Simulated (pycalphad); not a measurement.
An equivalent pycalphad script:

```python
from pycalphad import Database, equilibrium, calculate, variables as v
import numpy as np
db = Database('COST507.tdb')
comps = ['TI', 'HF', 'B', 'VA']
phases = ['B2M', 'B2TI', 'B4M3', 'B4TI3', 'BCC_A2', 'BETA_RHOMBO_B', 'BM', 'BTI', 'HCP_A3', 'LIQUID']
eq = equilibrium(db, comps, phases, {v.X('HF'): 0.012, v.X('B'): 0.0979, v.T: np.arange(2850, 499, -75), v.P: 101325, v.N: 1}, output=['HM', 'SM'])
```

All values are pycalphad results on the COST 507 light-alloy database (1999) (1 atm), not direct measurements. The data set is of 1999 and partly superseded. Phase fractions are per mole of atoms. Diffusion is slow at the low end, where real alloys seldom reach equilibrium.

Results at three of the temperatures:

```
T = 2850.00 K, P = 101325 Pa, N = 1 mol of atoms
G = -229490 J/mol, H = 99747 J/mol, S = 115.52 J/(mol K)  (SER reference)
chemical potentials (J/mol): Ti -220781, Hf -362596, B -292354
phase             fraction      x(Ti)      x(Hf)       x(B)
LIQUID              1.0000     0.8901     0.0120     0.0979
```

```
T = 2400.00 K, P = 101325 Pa, N = 1 mol of atoms
G = -179188 J/mol, H = 79585 J/mol, S = 107.82 J/(mol K)  (SER reference)
chemical potentials (J/mol): Ti -169807, Hf -290587, B -250821
phase             fraction      x(Ti)      x(Hf)       x(B)
LIQUID              1.0000     0.8901     0.0120     0.0979
```

```
T = 825.00 K, P = 101325 Pa, N = 1 mol of atoms
G = -48029 J/mol, H = -1547 J/mol, S = 56.34 J/(mol K)  (SER reference)
chemical potentials (J/mol): Ti -33964, Hf -68464, B -173406
phase             fraction      x(Ti)      x(Hf)       x(B)
HCP_A3              0.8052     0.9846     0.0148   0.000604
BM                  0.1948     0.4994   0.000629     0.5000
```

Changes of the phase set, refined by bisection:

```csv
T (K),phases above,phases below
1872.3,liquid,BM + liquid
1818 ± 3,BM + liquid,bcc + BM
1145.5,bcc + BM,bcc + BM + hcp
1142.2,bcc + BM + hcp,BM + hcp
```

Database names, with the compositions (at.%) that they take in these runs: BM: Ti 50 B 50. HCP_A3 is hcp.
